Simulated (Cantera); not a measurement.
## Hydrocarbon pyrolysis for carbon deposition

An isothermal, constant-pressure homogeneous reactor starts with 9.35 % C2H6, 90.7 % N2, at 1575 K and 0.0250 bar.

Computed with Cantera and GRI-Mech 3.0 (53 species, 325 reactions). GRI-Mech 3.0 stops at C3 and has no aromatics, soot or wall deposition, so with more carbon than oxygen in the feed, carbon stays in small species such as C2H2 where larger ones or solid carbon would form. Radical loss at walls, strong at low pressure, is not modelled.

```json
[
 {"t (s)": "0.000100", "x C2H6": "0.0902", "x C2H4": "0.000379", "x C2H": "1.71e-12", "x H": "5.28e-5", "x H2": "0.000373", "x CH3": "0.00426"},
 {"t (s)": "0.000613", "x C2H6": "0.0536", "x C2H4": "0.0223", "x C2H": "6.17e-8", "x H": "0.000398", "x H2": "0.0216", "x CH3": "0.0139"},
 {"t (s)": "0.00376", "x C2H6": "0.000938", "x C2H4": "0.0305", "x C2H": "4.66e-7", "x H": "0.000387", "x H2": "0.0854", "x CH3": "0.00280"},
 {"t (s)": "0.0231", "x C2H6": "2.17e-5", "x C2H4": "0.00778", "x C2H": "1.33e-7", "x H": "8.57e-5", "x H2": "0.111", "x CH3": "0.000451"},
 {"t (s)": "0.141", "x C2H6": "6.47e-6", "x C2H4": "0.000453", "x C2H": "8.29e-8", "x H": "5.10e-5", "x H2": "0.120", "x CH3": "0.000236"},
 {"t (s)": "0.867", "x C2H6": "4.06e-6", "x C2H4": "0.000154", "x C2H": "9.17e-8", "x H": "5.80e-5", "x H2": "0.129", "x CH3": "0.000190"},
 {"t (s)": "5.32", "x C2H6": "6.21e-7", "x C2H4": "5.53e-5", "x C2H": "1.23e-7", "x H": "8.19e-5", "x H2": "0.148", "x CH3": "7.88e-5"},
 {"t (s)": "32.6", "x C2H6": "1.52e-8", "x C2H4": "4.25e-5", "x C2H": "1.51e-7", "x H": "0.000103", "x H2": "0.156", "x CH3": "1.28e-5"},
 {"t (s)": "200", "x C2H6": "1.03e-9", "x C2H4": "4.26e-5", "x C2H": "1.54e-7", "x H": "0.000105", "x H2": "0.157", "x CH3": "2.74e-6"}
]
```
x: mole fraction; the columns are a selection and need not sum to one.

Equilibrium at this temperature and pressure: C2H6 3.86e-10, C2H4 1.96e-5, C2H 7.06e-8, H 0.000105, H2 0.157, CH3 1.57e-6 (gas phase only).
